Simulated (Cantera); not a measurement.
# B2H6 + N2 + H2O (boron, boron nitride and boron oxide)

A closed system holds: 1 mol B2H6, 37 mol N2, 0.97 mol H2O, held at 750 Torr.

Cantera equilibrium calculation (NASA polynomials, part measured and part estimated; ideal gas, pure solids and liquids). Candidate condensed phases: B, BN, B2O3, B3O3H3, H2O; 39 gas species. The feed counts by its element totals alone. N2 is the only nitrogen source here; it is nearly inert below about 1500 K, so the nitride shown seldom forms there in practice. Mutual solubility and eutectic melting of coexisting phases are not modelled. The tables' values for BH2 are old estimates; treat these amounts as uncertain. Gases not in the tables: H3BO3. Rates play no part.

From 798 K to 1698 K the condensed part is BN(s) + B2O3(l). From 1848 K to 2298 K the condensed part is BN(s).

```csv
T (K),x N2,x H2,x HBO,x HBO2,x BO,n BN(s),n B2O3(l)
798,0.901,0.0975,<1e-12,3.77e-9,<1e-12,1.38,0.310
948,0.901,0.0976,6.16e-11,2.53e-7,<1e-12,1.38,0.311
1098,0.901,0.0977,9.87e-9,5.00e-6,<1e-12,1.38,0.311
1248,0.901,0.0977,4.53e-7,4.60e-5,2.69e-11,1.38,0.311
1398,0.901,0.0976,8.92e-6,0.000254,4.12e-9,1.38,0.306
1548,0.901,0.0972,9.68e-5,0.000979,2.33e-7,1.38,0.284
1698,0.899,0.0959,0.000676,0.00290,6.34e-6,1.40,0.196
1848,0.894,0.0935,0.00276,0.00468,8.09e-5,1.38,0
1998,0.893,0.0928,0.00576,0.00280,0.000441,1.29,0
2148,0.891,0.0911,0.00927,0.00133,0.00162,1.17,0
2298,0.889,0.0894,0.0113,0.000456,0.00407,1.08,0
```
x: gas mole fraction; n: condensed amount in mol.
